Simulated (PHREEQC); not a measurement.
**Acid rinse or clean**

A solution holds 0.0027 mol HBr, 9.8e-05 mol NaCl and 0.033 mol MgCl2 per kg of water, at 25 °C. Closed to the air; pH follows from the charge balance.

Equilibrium calculation in PHREEQC: Pitzer model, pitzer.dat.

Each row changes one thing in this solution. This is a speciation only: nothing precipitates in the calculation.

```json
[
 {"case": "as made", "pH": "2.66", "SI of Halite (NaCl)": "-6.99", "SI of Bischofite (MgCl2:6H2O)": "-9.07"},
 {"case": "NaCl replaced by Na2SiO3 at the same molality", "pH": "2.70", "SI of Halite (NaCl)": "-6.69", "SI of Bischofite (MgCl2:6H2O)": "-9.07"},
 {"case": "NaCl from 9.8e-05 to 0.000108 mol/kgw", "pH": "2.66", "SI of Halite (NaCl)": "-6.95", "SI of Bischofite (MgCl2:6H2O)": "-9.07"},
 {"case": "MgCl2 from 0.033 to 0.0297 mol/kgw", "pH": "2.66", "SI of Halite (NaCl)": "?", "SI of Bischofite (MgCl2:6H2O)": "?"},
 {"case": "NaCl from 9.8e-05 to 1.96e-05 mol/kgw", "pH": "2.66", "SI of Halite (NaCl)": "?", "SI of Bischofite (MgCl2:6H2O)": "-9.07"},
 {"case": "MgCl2 from 0.033 to 0.0066 mol/kgw", "pH": "2.63", "SI of Halite (NaCl)": "?", "SI of Bischofite (MgCl2:6H2O)": "-10.90"},
 {"case": "diluted 5-fold with water", "pH": "3.33", "SI of Halite (NaCl)": "-8.29", "SI of Bischofite (MgCl2:6H2O)": "-10.89"},
 {"case": "diluted 10-fold with water", "pH": "3.61", "SI of Halite (NaCl)": "?", "SI of Bischofite (MgCl2:6H2O)": "-11.70"}
]
```

Problem. Fill in the missing entries.

Solution. 
- MgCl2 from 0.033 to 0.0297 mol/kgw, SI of Halite (NaCl): -7.03
- MgCl2 from 0.033 to 0.0297 mol/kgw, SI of Bischofite (MgCl2:6H2O): -9.18
- NaCl from 9.8e-05 to 1.96e-05 mol/kgw, SI of Halite (NaCl): -7.69
- MgCl2 from 0.033 to 0.0066 mol/kgw, SI of Halite (NaCl): -7.59
- diluted 10-fold with water, SI of Halite (NaCl): -8.86
